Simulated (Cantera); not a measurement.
A closed system holds: 1 mol SiCl₄, 1.6 mol Cl₂, 6.1 mol H₂, equilibrated at 575 K and 1300000 Pa.

Method: chemical equilibrium by Gibbs-energy minimisation in Cantera with the NASA 1993 tables (ideal gas, pure condensed phases). Candidate condensed phases: Si; 19 gas species. The numbers say what is thermodynamically allowed, not how fast it happens.

Base state: H₂ 0.517, HCl 0.368, SiCl₄ 0.115 (mole fractions); condensed: gas only.

What changes in the equilibrium state with this change: temperature from 575 K to 1450 K?


| species | before | after |
|---|---|---|
| H₂ | 0.517 | 0.502 |
| HCl | 0.368 | 0.384 |
| SiCl₄ | 0.115 | 0.0987 |
| SiHCl₃ | 2.40e-6 | 0.0111 |
| SiCl₃ | <1e-9 | 0.00398 |
| SiCl₂ | <1e-9 | 0.000587 |
| SiH₂Cl₂ | <1e-9 | 0.000194 |
The tables' values for SiCl₃ are old estimates; treat these amounts as uncertain.
